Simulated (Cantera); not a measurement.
A perfectly stirred reactor is fed with H2 : O2 : N2 = 0.73 : 1 : 0.51 (molar parts), equivalence ratio 0.36, at 690 Torr; it is held at 1275 K, and followed from long to short residence time.

Model: the H2/O2 subset of GRI-Mech 3.0, which has no nitrogen chemistry, integrated in Cantera. The temperature is held fixed by assumption; the heat of reaction is taken as removed at once.

Problem. What does this change do: O2 1 to 0.17 parts?

Solution. 
```csv
quantity,before,after
x(H2) at τ = 23.0 s,1.44e-5,0.314
x(O2) at τ = 23.0 s,0.339,1.50e-5
x(OH) at τ = 23.0 s,5.46e-5,1.27e-6
x(H2O) at τ = 23.0 s,0.389,0.274
x(H2O2) at τ = 23.0 s,8.01e-8,2.25e-9
x(H2) at τ = 0.340 s,0.000274,0.314
x(O2) at τ = 0.340 s,0.339,0.000125
x(OH) at τ = 0.340 s,0.000191,1.04e-5
x(H2O) at τ = 0.340 s,0.389,0.274
x(H2O2) at τ = 0.340 s,7.65e-7,1.01e-8
```

Problem. What does this change do: H2 0.73 to 2.8 parts?

Solution. 
```json
[
 {"quantity": "x(H2) at τ = 23.0 s", "before": "1.44e-5", "after": "0.242"},
 {"quantity": "x(O2) at τ = 23.0 s", "before": "0.339", "after": "3.07e-5"},
 {"quantity": "x(OH) at τ = 23.0 s", "before": "5.46e-5", "after": "3.17e-6"},
 {"quantity": "x(H2O) at τ = 23.0 s", "before": "0.389", "after": "0.604"},
 {"quantity": "x(H2O2) at τ = 23.0 s", "before": "8.01e-8", "after": "5.48e-9"},
 {"quantity": "x(H2) at τ = 0.340 s", "before": "0.000274", "after": "0.242"},
 {"quantity": "x(O2) at τ = 0.340 s", "before": "0.339", "after": "0.000261"},
 {"quantity": "x(OH) at τ = 0.340 s", "before": "0.000191", "after": "2.55e-5"},
 {"quantity": "x(H2O) at τ = 0.340 s", "before": "0.389", "after": "0.603"},
 {"quantity": "x(H2O2) at τ = 0.340 s", "before": "7.65e-7", "after": "3.65e-8"}
]
```
